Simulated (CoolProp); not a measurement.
Vapour-liquid equilibrium of CH2F2 (R32) (1) + R125 (2) at 2.01 MPa; x and y are mole fractions of (1).

The numbers come from the multi-fluid Helmholtz-energy mixture model, Tillner-Roth 1997 and Lemmon 2005; pair parameters Lemmon 2004 in CoolProp.

Task: Give the bubble temperature and the first vapour's composition at x = 0.05, 0.5, 0.65. Is there an azeotrope?

Result: x = 0.05: 312.4 K, y = 0.060; x = 0.5: 306.9 K, y = 0.536; x = 0.65: 305.8 K, y = 0.674. No azeotrope shows between x = 0.05 and 0.95.

The pair parameters rest on a limited set of measurements; away from them the model extrapolates.
